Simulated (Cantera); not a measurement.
An isothermal, constant-pressure homogeneous reactor starts with 4.03 % H2, 96.0 % O2, at 1148 K and 0.0132 atm.

Detailed kinetics in Cantera: the H2/O2 subset of GRI-Mech 3.0, which has no nitrogen chemistry. Radical loss at walls, strong at low pressure, is not modelled. The temperature is held fixed by assumption; the heat of reaction is taken as removed at once.

One state of this run: x H2 = 0.000571; x O2 = 0.931; x H2O2 = 7.34e-8; x OH = 0.00233; x H = 0.00533. x: mole fraction; the columns are a selection and need not sum to one.

Task: Which value of t (s) does it belong to?
A) 1.55
B) 0.000300
C) 0.00805
D) 0.216

Result: C, 0.00805
